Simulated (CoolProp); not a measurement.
A single-stage vapour-compression cycle with benzene: evaporating at 309.15 K (dew point), condensing at 360.15 K (bubble point), superheat 5 K, subcooling 8 K, compressor efficiency 0.65, no pressure losses. Each further row changes one setting.

Computed with CoolProp (reference Helmholtz-energy equation of state, Thol 2012).

```json
[
 {"case": "as stated", "cooling COP": "3.57", "pressure ratio": "6.05", "discharge temperature (K)": "394.0", "refrigerating effect (kJ/kg)": "352", "volumetric capacity (kJ/m³)": "220"},
 {"case": "evaporating temperature 314.15 K", "cooling COP": "…", "pressure ratio": "4.91", "discharge temperature (K)": "390.1", "refrigerating effect (kJ/kg)": "358", "volumetric capacity (kJ/m³)": "271"},
 {"case": "condensing temperature 355.15 K", "cooling COP": "4.02", "pressure ratio": "5.21", "discharge temperature (K)": "…", "refrigerating effect (kJ/kg)": "362", "volumetric capacity (kJ/m³)": "226"},
 {"case": "subcooling 13 K", "cooling COP": "3.67", "pressure ratio": "6.05", "discharge temperature (K)": "394.0", "refrigerating effect (kJ/kg)": "362", "volumetric capacity (kJ/m³)": "226"},
 {"case": "superheat 15 K", "cooling COP": "…", "pressure ratio": "6.05", "discharge temperature (K)": "…", "refrigerating effect (kJ/kg)": "…", "volumetric capacity (kJ/m³)": "220"},
 {"case": "compressor efficiency 0.55", "cooling COP": "…", "pressure ratio": "6.05", "discharge temperature (K)": "…", "refrigerating effect (kJ/kg)": "352", "volumetric capacity (kJ/m³)": "220"}
]
```

What belongs in the gaps?


- evaporating temperature 314.15 K, cooling COP: 4.08
- condensing temperature 355.15 K, discharge temperature (K): 387.6
- superheat 15 K, cooling COP: 3.58
- superheat 15 K, discharge temperature (K): 403.8
- superheat 15 K, refrigerating effect (kJ/kg): 364
- compressor efficiency 0.55, cooling COP: 3.02
- compressor efficiency 0.55, discharge temperature (K): 406.2
